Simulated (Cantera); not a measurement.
Feed: 1 mol Si3N4, 0.12 mol H2O, 3.4 mol N2, held at 1523.15 K and 7.70 bar.

Equilibrium computed with Cantera from the NASA thermochemical tables; the gas is ideal and each condensed phase is pure. Candidate condensed phases: H2O, Si, SiO2, Si2N2O, Si3N4; 35 gas species. Mutual solubility and eutectic melting of coexisting phases are not modelled. Kinetics and transport are ignored.

Base state: N2 0.966, H2 0.0337 (mole fractions); condensed: Si2N2O(s) + Si3N4(s).

Problem. What changes in the equilibrium state with this change: H2O from 0.12 to 0.013 mol?

Solution. 
```
species         before    after
--------------  ------  -------
N2               0.966    0.996
H2              0.0337  0.00380
Si2N2O(s), mol   0.120   0.0130
Si3N4(s), mol    0.920    0.991
```

Problem. What changes in the equilibrium state with this change: Si3N4 replaced by SiC?

Solution. 
| species | before | after |
|---|---|---|
| N2 | 0.966 | 0.958 |
| H2 | 0.0337 | 0.0413 |
| HCN | 0 | 0.000247 |
| CO | 0 | 3.35e-5 |
| CH4 | 0 | 3.02e-5 |
| Si2N2O(s), mol | 0.120 | 0.120 |
| Si3N4(s), mol | 0.920 | 0.253 |
| C(graphite), mol | 0 | 0.999 |
Further candidate phases: C, C6H6, C7H8, C8H18, SiC.
